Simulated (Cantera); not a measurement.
A closed system holds: 1 mol AlCl3, 500 mol NH3, 69 mol N2, at 1.00 bar.

Equilibrium computed with Cantera from the NASA thermochemical tables; the gas is ideal and each condensed phase is pure. Candidate condensed phases: Al, AlCl3, AlN, NH4Cl; 20 gas species. Equilibrium is a limit: real reactors are often held back by kinetics, nucleation or transport.

Q: What share of the Al ends up in condensed phases as a function of T (°C), at 1452, 1502, 1552, 1602, 1652, 1702, 1752, 1802, 1852, 1902?

A: 
| T (°C) | Al condensed (%) | as |
|---|---|---|
| 1452 | 83.6 | AlN(s) |
| 1502 | 69.7 | AlN(s) |
| 1552 | 47.9 | AlN(s) |
| 1602 | 17.0 | AlN(s) |
| 1652 | 0.0 | - |
| 1702 | 0.0 | - |
| 1752 | 0.0 | - |
| 1802 | 0.0 | - |
| 1852 | 0.0 | - |
| 1902 | 0.0 | - |
